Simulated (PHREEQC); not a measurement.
A solution holds 0.25 mol/kgw NH4HF2, 0.051 mol/kgw (NH4)2SiF6, 0.00025 mol/kgw H3BO3 and 9.1e-05 mol/kgw H2SO4, at 20 °C. It is in equilibrium with CO2 at log p = -2 (atm). Otherwise closed; pH follows from the charge balance.

The numbers come from PHREEQC with the ion-association model, wateq4f.dat.

```json
[
 {"quantity": "pH", "before": "3.15", "after": "3.12"},
 {"quantity": "ionic strength (mol/kgw)", "before": "0.404", "after": "0.404"},
 {"quantity": "F- (mol/kgw)", "before": "0.177", "after": "0.191"},
 {"quantity": "HF (mol/kgw)", "before": "0.103", "after": "0.0920"},
 {"quantity": "HF2- (mol/kgw)", "before": "0.0735", "after": "0.0600"},
 {"quantity": "H2F2 (mol/kgw)", "before": "0.0361", "after": "0.0482"}
]
```

**Question.** What was changed between the two runs?
A) NH4HF2 left out
B) H2SO4 from 9.1e-05 to 0.000182 mol/kgw
C) temperature from 20 to 5 °C
D) (NH4)2SiF6 left out

**Answer.** C, temperature from 20 to 5 °C

No solid was allowed to form. wateq4f.dat counts part of the HF as a dimer, H2F2, which phreeqc.dat doesn't know; its constant is uncertain. Constants without temperature data keep their 25 °C values here. SiF6-2 is the database's only silicon fluoride. Real BF4- forms and hydrolyses slowly; the run takes it at equilibrium.
